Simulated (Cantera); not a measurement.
## Transport properties of process gases

Gas mixture: N₂O = 0.22 (molar parts), at 0.0220 bar, frozen composition.

Cantera's kinetic-theory transport with the Lennard-Jones parameters of GRI-Mech 3.0, ideal gas; thermal conductivity in the mixture-averaged form. The composition is frozen, though it would react at the higher temperatures.

```json
[
 {"T (K)": "400", "ρ (kg/m³)": "0.0291", "cp (J/kg/K)": "970.3", "μ (µPa s)": "19.5", "λ (mW/m/K)": "25.5", "Pr": "0.741", "D (cm²/s) H": "76.5", "D (cm²/s) N₂": "12.1", "D (cm²/s) NO": "11.9"},
 {"T (K)": "600", "ρ (kg/m³)": "0.0194", "cp (J/kg/K)": "1101", "μ (µPa s)": "27.3", "λ (mW/m/K)": "40.7", "Pr": "0.739", "D (cm²/s) H": "158", "D (cm²/s) N₂": "24.8", "D (cm²/s) NO": "24.2"},
 {"T (K)": "800", "ρ (kg/m³)": "0.0146", "cp (J/kg/K)": "1192", "μ (µPa s)": "34.0", "λ (mW/m/K)": "54.9", "Pr": "0.739", "D (cm²/s) H": "260", "D (cm²/s) N₂": "40.5", "D (cm²/s) NO": "39.7"},
 {"T (K)": "1000", "ρ (kg/m³)": "0.0116", "cp (J/kg/K)": "1255", "μ (µPa s)": "40.0", "λ (mW/m/K)": "68.0", "Pr": "0.739", "D (cm²/s) H": "381", "D (cm²/s) N₂": "59.2", "D (cm²/s) NO": "57.9"},
 {"T (K)": "1200", "ρ (kg/m³)": "0.00970", "cp (J/kg/K)": "1294", "μ (µPa s)": "45.5", "λ (mW/m/K)": "80.1", "Pr": "0.735", "D (cm²/s) H": "519", "D (cm²/s) N₂": "80.4", "D (cm²/s) NO": "78.7"},
 {"T (K)": "1400", "ρ (kg/m³)": "0.00832", "cp (J/kg/K)": "1327", "μ (µPa s)": "50.5", "λ (mW/m/K)": "91.4", "Pr": "0.733", "D (cm²/s) H": "673", "D (cm²/s) N₂": "104", "D (cm²/s) NO": "102"}
]
```
D: mixture-averaged diffusion coefficient of that species in the mixture.
